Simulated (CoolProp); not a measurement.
The numbers come from the reference Helmholtz-energy equation of state, Bücker 2006 in CoolProp.

Q: Give the vapour pressure (MPa), vapour density (kg/m³), surface tension (mN/m) of saturated isobutane at 335.6, 342.8, 364.4 K.

A: 
| T (K) | p (MPa) | vapour density (kg/m³) | surface tension (mN/m) |
|---|---|---|---|
| 335.6 | 0.919 | 23.8 | 5.97 |
| 342.8 | 1.08 | 28.1 | 5.24 |
| 364.4 | 1.68 | 46.2 | 3.15 |

Surface tension comes from a separate correlation (Mulero 2012).
